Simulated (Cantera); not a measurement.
Gas mixture: 100 % N2, at 0.0132 atm, frozen composition.

Cantera's kinetic-theory transport with the Lennard-Jones parameters of GRI-Mech 3.0, ideal gas; thermal conductivity in the multicomponent form.

One state of this run: ρ (kg/m³) = 0.00749; cp (J/kg/K) = 1074; μ (µPa s) = 29.6; λ (mW/m/K) = 45.0; Pr = 0.706; D (cm²/s) CH3 = 57.4; D (cm²/s) NO = 51.4; D (cm²/s) H2 = 190. D: mixture-averaged diffusion coefficient of that species in the mixture.

Problem. Which value of T (K) does it belong to?
A. 600
B. 800
C. 1200
D. 1600

Solution. A, 600
